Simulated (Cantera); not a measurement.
Input (Python, Cantera) and output of one run.

```python
import numpy as np
import cantera as ct

gas_names = [...]  # 151 gases of nasa_gas.yaml made of C, H, N, O, Si
cond_names = """
    C(gr) C6H6(L) C7H8(L) C8H18(L),n-octa H2O(s) H2O(L) Si(cr) Si(L) SiC(b) SiO2(Lqz) SiO2(hqz) SiO2(L)
    Si2N2O(s) Si3N4(a)
""".split()


# ... load() reads the species with a 1 bar reference pressure and builds the phases ...
atoms = {
    'Si3N4': {'Si': 3, 'N': 4},
    'CO2': {'C': 1, 'O': 2},
    'N2': {'N': 2},
    'H2O': {'H': 2, 'O': 1},
}
top_T = {'C(gr)': 4500, 'SiC(b)': 3050, 'Si2N2O(s)': 2100, 'Si3N4(a)': 2400}  # K; cautious upper limits of use, not melting points


# ... equilibrate(T, P, feed) seeds the gas with the atoms and calls Mixture.equilibrate('TP', solver="vcs", rtol=1e-11, max_steps=5000) ...
results = []
feed = {'Si3N4': 1, 'CO2': 0.017, 'N2': 4.3, 'H2O': 0.12}  # mol
T = 2223.15  # K
P = 100000  # Pa
mix = equilibrate(T, P, feed)
results.append((T, P, feed, dict(zip(mix.species_names, mix.species_moles))))
x = sorted(zip(gas.X, gas.species_names), reverse=True)
print(f"T = {T:g} K  P = {P:g} Pa  gas = {mix.phase_moles(0):.4g} mol")
print("   x: " + "  ".join(f"{s} {v:.3e}" for v, s in x if v > 0.001))
print("   condensed (mol): " + ("  ".join(f"{mix.phase(i).name} {mix.phase_moles(i):.4g}"
      for i in range(1, mix.n_phases) if mix.phase_moles(i) > 1e-12) or "none"))
```

Output:

```
T = 2223.15 K  P = 100000 Pa  gas = 6.581 mol
   x: N2 9.573e-01  SiO 2.089e-02  H2 1.775e-02  CO 2.509e-03
   condensed (mol): Si(L) 2.858
```

Equilibrium computed with Cantera from the NASA thermochemical tables; the gas is ideal and each condensed phase is pure. The tables' values for SiN are old estimates; treat these amounts as uncertain.
